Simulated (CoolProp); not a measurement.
R1336mzz(Z) along the isotherm 347.7 K: fugacity coefficient from the reference equation and from simpler models built on Tc = 444.5 K, pc = 2.904 MPa, ω = 0.386; each cubic takes its own stable root.

Model: reference Helmholtz-energy equation of state, McLinden 2020, in CoolProp.

```tsv
p (MPa)	phase	reference
0.0968	gas	0.9708
0.194	gas	0.9416
0.29	gas	0.9127
0.387	liquid	0.8528
0.484	liquid	0.6850
0.581	liquid	0.5732
0.678	liquid	0.4934
0.774	liquid	0.4341
0.871	liquid	0.3875
0.968	liquid	0.3502
1.06	liquid	0.3212
1.16	liquid	0.2949
1.26	liquid	0.2727
1.36	liquid	0.2538
1.45	liquid	0.2391
```

**Question.** How far does each simpler model (van der Waals, Soave-Redlich-Kwong, Peng-Robinson) lie from the reference over these 15 states: mean and median of the absolute difference, and the worst?

**Answer.** 
- van der Waals: mean 83.2 %, median 97.8 %, worst +144.9 % at 347.7 K and 1.45 MPa
- Soave-Redlich-Kwong: mean 2.5 %, median 2.9 %, worst +3.4 % at 347.7 K and 1.45 MPa
- Peng-Robinson: mean 0.9 %, median 1.0 %, worst +1.1 % at 347.7 K and 1.45 MPa

At some of these states van der Waals gives the other phase, because its saturation line lies elsewhere.
